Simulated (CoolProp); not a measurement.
Aqueous ammonia as a coolant, at -13 °C, 1 atm.

Model: Melinder's fits for secondary coolants, in CoolProp.

| mass % | freezing point (°C) | Prandtl number | conductivity (W/(m K)) | density (kg/m³) | viscosity (mPa s) |
|---|---|---|---|---|---|
| 11 | -15.3 | 30.0 | 0.467 | 961.0 | 3.30 |
| 13.3 | -19.7 | 31.2 | 0.455 | 954.3 | 3.35 |
| 15.5 | -24.4 | 32.8 | 0.444 | 948.1 | 3.43 |
| 17.8 | -30.1 | 34.5 | 0.432 | 942.0 | 3.50 |
| 20 | -36.5 | 35.8 | 0.422 | 936.2 | 3.55 |
| 22.3 | -44.3 | 36.6 | 0.413 | 930.4 | 3.55 |
